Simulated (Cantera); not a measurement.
Charge: 1 mol NaCl, 1.1 mol H₂O, 0.66 mol H₂, held at 0.470 Pa.

Method: chemical equilibrium by Gibbs-energy minimisation in Cantera with the NASA 1993 tables (ideal gas, pure condensed phases). Candidate condensed phases: H₂O, Na, NaCl, NaOH, NaO₂, Na₂O, Na₂O₂; 23 gas species. The numbers say what is thermodynamically allowed, not how fast it happens.

Problem. At 725 °C, list the 4 most abundant gas species with their mole fractions, and the condensed phases.

Solution. H₂O 0.400, NaCl 0.355, H₂ 0.239, Na₂Cl₂ 0.00396. Condensed: gas only.
